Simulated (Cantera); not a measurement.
Charge: 1 mol CH3Cl, 0.39 mol F2, equilibrated at 698.15 K and 1600 Pa.

These are equilibrium values from Cantera (NASA tables, ideal gas, pure condensed phases), not measurements of a reactor. Candidate condensed phases: C, C6H6, C7H8, C8H18; 118 gas species. Kinetics and transport are ignored.

Base state: HCl 0.422, HF 0.329, H2 0.241, CH4 0.00821 (mole fractions); condensed: C(graphite).

Task: What changes in the equilibrium state with this change: pressure from 1600 Pa to 13300 Pa?

Result: 
```json
[
 {"species": "HCl", "before": "0.422", "after": "0.435"},
 {"species": "HF", "before": "0.329", "after": "0.340"},
 {"species": "H2", "before": "0.241", "after": "0.185"},
 {"species": "CH4", "before": "0.00821", "after": "0.0403"},
 {"species": "C(graphite), mol", "before": "0.981", "after": "0.907"}
]
```

Task: What changes in the equilibrium state with this change: temperature from 698.15 K to 1800 K?

Result: 
```tsv
species	before	after
HCl	0.422	0.416
HF	0.329	0.326
H2	0.241	0.255
CH4	0.00821	8.00e-7
Cl	<1e-9	0.00178
H	<1e-9	0.00143
C(graphite), mol	0.981	1.000
```
